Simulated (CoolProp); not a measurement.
Vapour pressure (bar) of R113: the reference equation beside estimates from Tc = 487.2 K, pc = 33.92 bar, ω = 0.253. Clausius-Clapeyron is anchored at 348.1 K with a constant enthalpy of vaporisation of 25.30 kJ/mol.

Values from CoolProp's reference Helmholtz-energy equation of state, Marx 1992.

| T (K) | reference | Lee-Kesler | Clausius-Clapeyron | van der Waals | Redlich-Kwong | Soave-Redlich-Kwong | Peng-Robinson |
|---|---|---|---|---|---|---|---|
| 348.1 | 2.312 | 2.315 | 2.312 | 7.542 | 3.517 | 2.314 | 2.301 |
| 362.8 | 3.398 | 3.409 | 3.295 | 9.254 | 4.895 | 3.410 | 3.379 |
| 377.5 | 4.830 | 4.849 | 4.568 | 11.20 | 6.616 | 4.861 | 4.805 |
| 392.1 | 6.659 | 6.683 | 6.167 | 13.37 | 8.703 | 6.719 | 6.633 |
| 406.8 | 8.975 | 9.001 | 8.163 | 15.80 | 11.22 | 9.077 | 8.957 |
| 421.5 | 11.84 | 11.86 | 10.60 | 18.50 | 14.20 | 12.00 | 11.84 |
| 436.2 | 15.34 | 15.35 | 13.52 | 21.46 | 17.66 | 15.55 | 15.37 |
| 450.9 | 19.55 | 19.56 | 16.97 | 24.70 | 21.65 | 19.82 | 19.64 |

Absolute difference from the reference over all 8 rows, mean and median: Lee-Kesler 0.2 and 0.2 %, Clausius-Clapeyron 7.6 and 8.2 %, van der Waals 103.7 and 88.4 %, Redlich-Kwong 29.3 and 27.9 %, Soave-Redlich-Kwong 0.9 and 1.0 %, Peng-Robinson 0.3 and 0.4 %.
